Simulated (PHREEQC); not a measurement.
A PHREEQC input (ion-association model, phreeqc.dat):

```
SOLUTION 1
  temp 25
  units mg/L
  pH 5.96
  pe 8.5
  Na 4.29
  K 13.9
  Ca 4.46
  Mg 1.64
  Cl 12.4 charge
  Li 0.1 charge
  S(6) 5.42 as SO4
  Alkalinity 26 as HCO3
  B 0.0367
  Ba 0.0194
END
USE solution 1
EQUILIBRIUM_PHASES 1
  CO2(g) -2 10
END
```

It stops with these messages:

```
ERROR: Charge balance specified for more than one species.
ERROR: Program terminating due to input errors.
```

The fault: two constituents marked charge. The line should read `Cl 12.4` where the input has `Cl 12.4 charge / Li 0.1 charge`. With the mend the run ends at pH 6.43 and ionic strength 0.00112 mol/kgw.
